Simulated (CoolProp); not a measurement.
C2F6 (R116) along the isobar 1.95 MPa: fugacity coefficient from the reference equation and from simpler models built on Tc = 19.9 °C, pc = 3.048 MPa, ω = 0.257; each cubic takes its own stable root.

Values from CoolProp's reference Helmholtz-energy equation of state, Lemmon 2006. It is a short technical equation, of lower accuracy than the large ones.

```
T (°C)   phase  reference
------  ------  ---------
-27.95  liquid     0.3711
-22.75  liquid     0.4262
-17.55  liquid     0.4852
-12.35  liquid     0.5477
-7.05   liquid     0.6147
-1.85   liquid     0.6829
3.35       gas     0.7407
8.55       gas     0.7582
13.75      gas     0.7738
18.95      gas     0.7880
24.15      gas     0.8009
29.35      gas     0.8128
34.55      gas     0.8238
```

How far does each simpler model (van der Waals, Peng-Robinson) lie from the reference over these 13 states: mean and median of the absolute difference, and the worst?


- van der Waals: mean 18.9 %, median 5.4 %, worst +61.9 % at -27.95 °C and 1.95 MPa
- Peng-Robinson: mean 2.0 %, median 2.4 %, worst -2.5 % at 13.75 °C and 1.95 MPa

At some of these states van der Waals gives the other phase, because its saturation line lies elsewhere.
